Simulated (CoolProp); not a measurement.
Computed with CoolProp (reference Helmholtz-energy equation of state, Bücker 2006).

Q: Give the vapour pressure (MPa), liquid density (kg/m³), liquid cp (kJ/(kg K)), vapour Z of saturated isobutane at 51.75, 74.25 °C.

A: 
| T (°C) | p (MPa) | liquid density (kg/m³) | liquid cp (kJ/(kg K)) | vapour Z |
|---|---|---|---|---|
| 51.75 | 0.715 | 515 | 2.63 | 0.837 |
| 74.25 | 1.19 | 480 | 2.86 | 0.766 |
